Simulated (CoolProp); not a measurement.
R1336mzz(Z) at several states: fugacity coefficient from the reference equation and from simpler models built on Tc = 444.5 K, pc = 29.04 bar, ω = 0.386; each cubic takes its own stable root.

Model: reference Helmholtz-energy equation of state, McLinden 2020, in CoolProp.

| T (K) | p (bar) | phase | reference | van der Waals | Redlich-Kwong | Soave-Redlich-Kwong | Peng-Robinson |
|---|---|---|---|---|---|---|---|
| 399.8 | 136 | liquid | 0.1246 | 0.2408 | 0.1671 | 0.1418 | 0.1286 |
| 233.4 | 74.3 | liquid | 0.0004830 | 0.02959 | 0.002782 | 0.0005138 | 0.0005263 |
| 476.3 | 0.442 | gas | 0.9958 | 0.9962 | 0.9958 | 0.9960 | 0.9954 |
| 271.9 | 5.74 | liquid | ___ | 0.4590 | ___ | ___ | 0.04185 |
| 432.2 | 0.456 | gas | 0.9938 | 0.9950 | 0.9942 | 0.9941 | 0.9935 |

### Question
Complete the blanks.

### Answer

- 271.9, reference: 0.04096
- 271.9, Redlich-Kwong: 0.1262
- 271.9, Soave-Redlich-Kwong: 0.04091
